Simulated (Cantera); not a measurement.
A closed system holds: 1 mol SiH₂Cl₂, 0.48 mol Cl₂, 9 mol N₂, held at 1275 °C and 3.90 Torr.

Cantera equilibrium calculation (NASA polynomials, part measured and part estimated; ideal gas, pure solids and liquids). Candidate condensed phases: NH₄Cl, Si, Si₃N₄; 28 gas species. The tables' values for SiCl₃ are old estimates; treat these amounts as uncertain. Kinetics and transport are ignored.

**Question.** What is the equilibrium state?

**Answer.** 
- x(N₂) = 0.785
- x(HCl) = 0.0962
- x(SiCl₂) = 0.0731
- x(H₂) = 0.0398
- x(SiCl₃) = 0.00469
- x(SiCl₄) = 0.000843
- x(Cl) = 0.000165
- x(H) = 8.53e-5
- x(SiHCl₃) = 4.26e-5
- n(Si₃N₄(s)) = 0.0348 mol
- gas amount = 11.38 mol
- log10 activity of Si(s) (absent) = -1.02
